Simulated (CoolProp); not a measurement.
The fluid at 343.78 K and 16.9 MPa is throttled through a valve to 7.12 MPa with no heat exchange. The same conditions are run with several fluids, on thermodynamics alone (safety and materials aside).

The numbers come from the reference Helmholtz-energy equation of state of each fluid (CH3F (R41): Lemmon 2006; CF4 (R14): Platzer 1990; normal hydrogen: Leachman 2009; hydrogen chloride: Thol 2018; C2F6 (R116): Lemmon 2006) in CoolProp. The equations of Platzer and Polt are older, rougher fits.

| fluid | temperature change (K) | final phase | final density (kg/m³) |
|---|---|---|---|
| CH3F (R41) | -20.4 | supercritical | 404 |
| CF4 (R14) | -24.1 | supercritical | 287 |
| normal hydrogen | +4.1 | supercritical | 4.78 |
| hydrogen chloride | -26.7 | two-phase, vapour fraction 0.252 | 441 |
| C2F6 (R116) | -12.0 | supercritical | 751 |
